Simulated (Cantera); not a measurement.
Input: 1 mol BF3, 0.53 mol H2O, 1.5 mol O2, equilibrated at 33000 Pa.

Equilibrium computed with Cantera from the NASA thermochemical tables; the gas is ideal and each condensed phase is pure. Candidate condensed phases: B, B2O3, B3O3H3, H2O; 43 gas species. Gases not in the tables: H3BO3. Equilibrium is a limit: real reactors are often held back by kinetics, nucleation or transport. All values below are at 975 K.

Base state: O2 0.486, BF3 0.267, H2O 0.114, HF 0.114, B3O3F3 0.0184, (HBO2)3 0.000390, BOF 3.21e-5 (mole fractions); condensed: gas only.

**Question.** What changes in the equilibrium state with this change: BF3 replaced by borazine?

**Answer.** 
| species | before | after |
|---|---|---|
| H2 | <1e-9 | 0.748 |
| N2 | 0 | 0.249 |
| H2O | 0.114 | 0.00318 |
| O2 | 0.486 | <1e-9 |
| BF3 | 0.267 | 0 |
| HF | 0.114 | 0 |
| B3O3F3 | 0.0184 | 0 |
| (HBO2)3 | 0.000390 | 3.26e-6 |
| NH3 | 0 | 7.35e-5 |
| BOF | 3.21e-5 | 0 |
| BN(s), mol | 0 | 0.657 |
| B2O3(l), mol | 0 | 1.17 |
The feed counts by its element totals alone. Further candidate phases: BN.
